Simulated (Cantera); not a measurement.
An adiabatic, constant-pressure homogeneous reactor starts with H₂ : O₂ : N₂ : H₂O = 1 : 0.714 : 2.69 : 0.23 (molar parts), equivalence ratio 0.70, at 1148 K and 0.710 bar. Integrator tolerance rtol = 1e-08.

Computed with Cantera and GRI-Mech 3.0 (53 species, 325 reactions).

### Question
What does this change do: initial temperature 1148 to 1475 K?

### Answer
```csv
quantity,before,after
time of steepest temperature rise,94.9 µs,21.6 µs
temperature at 0.200 s,2475 K,2629 K
equilibrium temperature,2475 K,2629 K
x(H₂) at 0.200 s,0.00814 (gas-phase equilibrium 0.00814),0.0158 (gas-phase equilibrium 0.0158)
x(O₂) at 0.200 s,0.0455 (gas-phase equilibrium 0.0455),0.0446 (gas-phase equilibrium 0.0446)
x(H₂O) at 0.200 s,0.276 (gas-phase equilibrium 0.276),0.259 (gas-phase equilibrium 0.259)
x(H₂O₂) at 0.200 s,3.31e-7 (gas-phase equilibrium 3.31e-7),4.23e-7 (gas-phase equilibrium 4.23e-7)
x(O) at 0.200 s,0.00325 (gas-phase equilibrium 0.00325),0.00667 (gas-phase equilibrium 0.00667)
x(HO₂) at 0.200 s,6.48e-6 (gas-phase equilibrium 6.48e-6),9.07e-6 (gas-phase equilibrium 9.07e-6)
```

### Question
What does this change do: pressure from 0.710 bar to 2.70 bar?

### Answer
| quantity | before | after |
|---|---|---|
| time of steepest temperature rise | 94.9 µs | 53.4 µs |
| temperature at 0.200 s | 2475 K | 2519 K |
| equilibrium temperature | 2475 K | 2519 K |
| x(H₂) at 0.200 s | 0.00814 (gas-phase equilibrium 0.00814) | 0.00532 (gas-phase equilibrium 0.00532) |
| x(O₂) at 0.200 s | 0.0455 (gas-phase equilibrium 0.0455) | 0.0449 (gas-phase equilibrium 0.0449) |
| x(H₂O) at 0.200 s | 0.276 (gas-phase equilibrium 0.276) | 0.282 (gas-phase equilibrium 0.282) |
| x(H₂O₂) at 0.200 s | 3.31e-7 (gas-phase equilibrium 3.31e-7) | 7.21e-7 (gas-phase equilibrium 7.21e-7) |
| x(O) at 0.200 s | 0.00325 (gas-phase equilibrium 0.00325) | 0.00206 (gas-phase equilibrium 0.00206) |
| x(HO₂) at 0.200 s | 6.48e-6 (gas-phase equilibrium 6.48e-6) | 1.02e-5 (gas-phase equilibrium 1.02e-5) |
The hydrogen kinetics of GRI-Mech 3.0 are dated; newer H2 mechanisms differ, most at raised pressure.
